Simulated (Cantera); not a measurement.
## SiH₄ + H₂ + C₂H₂ (silicon carbide growth)

Input: 1 mol SiH₄, 24 mol H₂, 0.013 mol C₂H₂, equilibrated at 950 K and 133 Pa.

Equilibrium computed with Cantera from the NASA thermochemical tables; the gas is ideal and each condensed phase is pure. Candidate condensed phases: C, C₆H₆, C₇H₈, C₈H₁₈, Si, SiC; 87 gas species. Equilibrium is a limit: real reactors are often held back by kinetics, nucleation or transport.

The x(H₂) is 1.00 and the n(Si(s)) is 0.974 mol. The n(SiC(s)) is 0.0260 mol. The gas amount is 26.01 mol and the log10 activity of C(graphite) (absent) comes out as -3.61.
